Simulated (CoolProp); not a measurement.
Model: reference Helmholtz-energy equation of state, Lemmon 2006, in CoolProp. It is a short technical equation, of lower accuracy than the large ones.

Task: For CH3F (R41), give the phase and the Z, Joule-Thomson coefficient (K/MPa) at 271.7 K and 181 bar.

Result: 
- 271.7 K and 181 bar: liquid; Z 0.366, Joule-Thomson coefficient -0.0873
